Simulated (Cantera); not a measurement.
An adiabatic, constant-volume homogeneous reactor starts with CH4 : O2 : N2 = 1 : 4.08 : 15.3 (molar parts), equivalence ratio 0.49, at 1000 K and 750 Torr.

Detailed kinetics in Cantera: GRI-Mech 3.0 (53 species, 325 reactions).

Task: Predict: time of steepest temperature rise; temperature at 7.00 s; equilibrium temperature; x(O2) at 7.00 s; x(N2O) at 7.00 s; x(H) at 7.00 s.

Result: 
```json
{
 "time_of_steepest_temperature_rise": "0.757 s",
 "temperature at 7.00 s": "2268 K",
 "equilibrium_temperature": "2268 K",
 "x(O2) at 7.00 s": "0.0962 (gas-phase equilibrium 0.0962)",
 "x(N2O) at 7.00 s": "7.87e-7 (gas-phase equilibrium 7.87e-7)",
 "x(H) at 7.00 s": "0.000102 (gas-phase equilibrium 0.000102)"
}
```
